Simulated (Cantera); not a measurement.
Input: 1 mol SiH2Cl2, 0.028 mol Cl2, 4.1 mol N2, at 1027 °C and 0.740 bar.

Cantera equilibrium calculation (NASA polynomials, part measured and part estimated; ideal gas, pure solids and liquids). N2 is the only nitrogen source here; it is nearly inert below about 1500 K, so the nitride shown seldom forms there in practice. The tables' values for SiCl3 are old estimates; treat these amounts as uncertain. The numbers say what is thermodynamically allowed, not how fast it happens.

```json
[
 {"species": "N2", "before": "0.667", "after": "0.965"},
 {"species": "HCl", "before": "0.209", "after": "0.0271"},
 {"species": "H2", "before": "0.0810", "after": "0.00486"},
 {"species": "SiCl4", "before": "0.0419", "after": "0.00257"},
 {"species": "SiHCl3", "before": "0.000741", "after": "2.11e-5"},
 {"species": "SiCl3", "before": "0.00101", "after": "0.000117"},
 {"species": "SiCl2", "before": "0.000144", "after": "3.16e-5"},
 {"species": "Si3N4(s), mol", "before": "0.255", "after": "0.284"}
]
```
Gas species are given as mole fractions.

### Question
What was changed between the two runs?
(A) pressure from 0.740 bar to 1.90 mbar
(B) Cl2 from 0.028 to 0.47 mol
(C) N2 from 4.1 to 53 mol
(D) SiH2Cl2 replaced by Si3H8

### Answer
C, N2 from 4.1 to 53 mol
